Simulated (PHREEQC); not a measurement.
A PHREEQC speciation (ion-association model, phreeqc.dat) at 20 °C gives pH 6.92 and these molalities:

```
species  mol/kgw
-------  -------
SO4-2     0.0687
Na+       0.0568
MgSO4     0.0466
Mg+2      0.0394
NaSO4-   0.00515
Ca+2     0.00340
CaSO4    0.00310
```

Problem. What are the element totals, and what could have been dissolved in 1 kg of water to give them?

Solution. Several could match; the one computed here: totals Ca 0.00650, Mg 0.0860, Na 0.0620, S(6) 0.123 mol/kgw, from 0.0065 mol CaSO4, 0.031 mol Na2SO4 and 0.086 mol MgSO4 per kg of water.

No solid was allowed to form.
